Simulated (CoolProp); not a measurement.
n-heptane at 266.3 K and 0.171 MPa flows at 0.095 m/s in a round tube of 50 mm bore and 1.5 µm roughness, fully developed (64/Re and Nu = 3.66 if laminar; Colebrook and Gnielinski if turbulent). Each further row changes one setting.

Model: reference Helmholtz-energy equation of state, Span 2003, in CoolProp. It is a short technical equation, of lower accuracy than the large ones.

```csv
case,Reynolds number,Darcy friction factor,pressure drop (Pa/m),heat-transfer coefficient (W/(m² K)),mass flow (kg/h)
as stated,5860,(withheld),2.28,136,(withheld)
velocity 0.19 m/s,11700,(withheld),(withheld),267,(withheld)
diameter 100 mm,11700,0.0296,(withheld),133,1900
```

### Question
Some entries are withheld; supply them.

### Answer

- as stated, Darcy friction factor: 0.0358
- as stated, mass flow (kg/h): 474
- velocity 0.19 m/s, Darcy friction factor: 0.0297
- velocity 0.19 m/s, pressure drop (Pa/m): 7.56
- velocity 0.19 m/s, mass flow (kg/h): 949
- diameter 100 mm, pressure drop (Pa/m): 0.945

Viscosity comes from a separate model (Michailidou 2014). Thermal conductivity comes from a separate model (Assael 2013).
